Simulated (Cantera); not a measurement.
# Low-pressure radical oxidation in H2/O2

A perfectly stirred reactor is fed with 8.42 % H₂, 91.6 % O₂, equivalence ratio 0.046, at 0.00290 bar; it is held at 1375 K, and followed from long to short residence time.

Model: GRI-Mech 3.0 (53 species, 325 reactions), integrated in Cantera. Radical loss at walls, strong at low pressure, is not modelled. The temperature is held fixed by assumption; the heat of reaction is taken as removed at once.

```json
[
 {"τ (s)": "0.42", "x H₂": "0.00176", "x O₂": "0.867", "x HO₂": "6.58e-7", "x H₂O₂": "2.16e-8", "x O": "0.0388"},
 {"τ (s)": "0.26", "x H₂": "0.00198", "x O₂": "0.862", "x HO₂": "6.71e-7", "x H₂O₂": "2.19e-8", "x O": "0.0432"},
 {"τ (s)": "0.16", "x H₂": "0.00221", "x O₂": "0.858", "x HO₂": "6.80e-7", "x H₂O₂": "2.21e-8", "x O": "0.0467"},
 {"τ (s)": "0.097", "x H₂": "0.00247", "x O₂": "0.855", "x HO₂": "6.87e-7", "x H₂O₂": "2.24e-8", "x O": "0.0491"},
 {"τ (s)": "0.059", "x H₂": "0.00280", "x O₂": "0.854", "x HO₂": "6.92e-7", "x H₂O₂": "2.29e-8", "x O": "0.0505"},
 {"τ (s)": "0.036", "x H₂": "0.00327", "x O₂": "0.853", "x HO₂": "6.97e-7", "x H₂O₂": "2.36e-8", "x O": "0.0509"},
 {"τ (s)": "0.022", "x H₂": "0.00399", "x O₂": "0.853", "x HO₂": "7.02e-7", "x H₂O₂": "2.47e-8", "x O": "0.0505"},
 {"τ (s)": "0.014", "x H₂": "0.00499", "x O₂": "0.854", "x HO₂": "7.08e-7", "x H₂O₂": "2.62e-8", "x O": "0.0494"},
 {"τ (s)": "0.0083", "x H₂": "0.00679", "x O₂": "0.855", "x HO₂": "7.13e-7", "x H₂O₂": "2.84e-8", "x O": "0.0472"}
]
```
x: mole fraction; the columns are a selection and need not sum to one.
